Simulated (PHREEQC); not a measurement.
A PHREEQC input (ion-association model, phreeqc.dat):

```
SOLUTION 1
  temp 20
  units mg/kgw
  pH 6.71
  pe 11.8
  Na 9.28
  K 14.9
  Ca 14.8
  Mg 8.38
  Cl 26.5
  S(6) 25.2 as SO4
  Alkalinity 55.8
  Si 0.0965 as SiO2
  Cd 0.11
END
USE solution 1
EQUILIBRIUM_PHASES 1
  Quartz 0 0.5
  CO2(g) -2 10
END
```

The run finishes without an error or a warning.

Its last state differs from that of the intended input:

```json
[
 {"quantity": "pH", "as run": "6.81", "intended": "6.72"},
 {"quantity": "ionic strength (mol/kgw)", "as run": "0.00318", "intended": "0.00309"},
 {"quantity": "HCO3- (mol/kgw)", "as run": "0.00111", "intended": "0.000908"},
 {"quantity": "CaHCO3+ (mol/kgw)", "as run": "3.64e-6", "intended": "3.00e-6"},
 {"quantity": "MgHCO3+ (mol/kgw)", "as run": "3.32e-6", "intended": "2.74e-6"},
 {"quantity": "CO3-2 (mol/kgw)", "as run": "3.58e-7", "intended": "2.40e-7"},
 {"quantity": "SI of Otavite (CdCO3)", "as run": "-0.62", "intended": "-0.79"}
]
```

Q: One thing in the input isn't as intended. What explains the difference?

A: One answer among several that fit: The fault: 'as HCO3' left off the alkalinity, which is then read as CaCO3.
